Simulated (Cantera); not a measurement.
An adiabatic, constant-pressure homogeneous reactor starts with C2H4 : O2 : N2 : H2O = 1 : 1.88 : 7.05 : 2.3 (molar parts), at 1625 K and 7500 Torr. Integrator tolerance rtol = 1e-08.

Cantera simulation using GRI-Mech 3.0 (53 species, 325 reactions); the numbers are that mechanism's predictions, not measurements. GRI-Mech 3.0 was tuned for natural gas; its chemistry of ethylene as a main component is partial and can be far from experiment.

What does this change do: initial temperature 1625 to 1300 K?


| quantity | before | after |
|---|---|---|
| time of steepest temperature rise | 2.83 µs | 90.3 µs |
| temperature at 0.100 s | 2816 K | 2592 K |
| equilibrium temperature | 2816 K | 2592 K |
| x(C2H4) at 0.100 s | <1e-12 (gas-phase equilibrium <1e-12) | <1e-12 (gas-phase equilibrium <1e-12) |
| x(O2) at 0.100 s | 0.000645 (gas-phase equilibrium 0.000645) | 0.000103 (gas-phase equilibrium 0.000103) |
| x(H2O) at 0.100 s | 0.242 (gas-phase equilibrium 0.242) | 0.247 (gas-phase equilibrium 0.247) |
| x(NO) at 0.100 s | 0.00170 (gas-phase equilibrium 0.00170) | 0.000488 (gas-phase equilibrium 0.000488) |
| x(HCO) at 0.100 s | 6.80e-7 (gas-phase equilibrium 6.80e-7) | 3.80e-7 (gas-phase equilibrium 3.80e-7) |
| x(HO2) at 0.100 s | 1.07e-6 (gas-phase equilibrium 1.07e-6) | 1.66e-7 (gas-phase equilibrium 1.66e-7) |

What does this change do: constant volume in place of constant pressure?


```csv
quantity,before,after
time of steepest temperature rise,2.83 µs,2.51 µs
temperature at 0.100 s,2816 K,3042 K
equilibrium temperature,2816 K,3042 K
x(C2H4) at 0.100 s,<1e-12 (gas-phase equilibrium <1e-12),<1e-12 (gas-phase equilibrium <1e-12)
x(O2) at 0.100 s,0.000645 (gas-phase equilibrium 0.000645),0.00142 (gas-phase equilibrium 0.00142)
x(H2O) at 0.100 s,0.242 (gas-phase equilibrium 0.242),0.235 (gas-phase equilibrium 0.235)
x(NO) at 0.100 s,0.00170 (gas-phase equilibrium 0.00170),0.00336 (gas-phase equilibrium 0.00336)
x(HCO) at 0.100 s,6.80e-7 (gas-phase equilibrium 6.80e-7),1.64e-6 (gas-phase equilibrium 1.64e-6)
x(HO2) at 0.100 s,1.07e-6 (gas-phase equilibrium 1.07e-6),3.51e-6 (gas-phase equilibrium 3.51e-6)
```
Above 3000 K some thermodynamic fits are extrapolated.
